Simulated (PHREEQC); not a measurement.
Solution (60 °C): 1.5 mol Na2SO4, 0.059 mol MnCl2 and 0.086 mol MgCl2 per kg of water. Closed to the air; pH follows from the charge balance.

Model: ion-association model, phreeqc.dat, run in PHREEQC.

Question: The ionic strength comes out as 2.78 mol/kgw. What activity coefficients do SO4-2, MnOH+, MnCl+, Mg+2, Na+ get?

Answer: SO4-2 0.085, MnOH+ 0.58, MnCl+ 0.58, Mg+2 0.46, Na+ 0.89.

No solid was allowed to form. Ionic strength above about 0.7 mol/kgw puts this run outside the model's range. Complexes and solids missing from the database can't appear. Away from 25 °C the constants follow the database's enthalpies or fits; those with neither stay at their 25 °C values.
